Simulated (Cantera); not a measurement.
An isothermal, constant-pressure homogeneous reactor starts with CO : O₂ : H₂O : N₂ = 0.014 : 0.0072 : 0.0016 : 1 (molar parts), equivalence ratio 0.97, at 950 K and 1.28 atm. Integrator tolerance rtol = 1e-08.

Computed with Cantera and GRI-Mech 3.0 (53 species, 325 reactions).

Task: What does this change do: O2 0.0072 to 0.01 parts?

Result: 
```
quantity                                            before                                      after
---------------  -----------------------------------------  -----------------------------------------
x(CO) at 100 s    0.00140 (gas-phase equilibrium 8.82e-12)  0.000759 (gas-phase equilibrium 2.27e-12)
x(O₂) at 100 s   0.000902 (gas-phase equilibrium 0.000197)    0.00332 (gas-phase equilibrium 0.00294)
x(H₂O) at 100 s    0.00156 (gas-phase equilibrium 0.00158)    0.00157 (gas-phase equilibrium 0.00157)
x(H₂) at 100 s    1.24e-5 (gas-phase equilibrium 1.81e-12)     3.19e-6 (gas-phase equilibrium <1e-12)
x(NO₂) at 100 s    2.93e-9 (gas-phase equilibrium 1.63e-9)    6.01e-9 (gas-phase equilibrium 2.44e-8)
x(OH) at 100 s    4.79e-9 (gas-phase equilibrium 8.48e-10)    6.60e-9 (gas-phase equilibrium 1.67e-9)
```
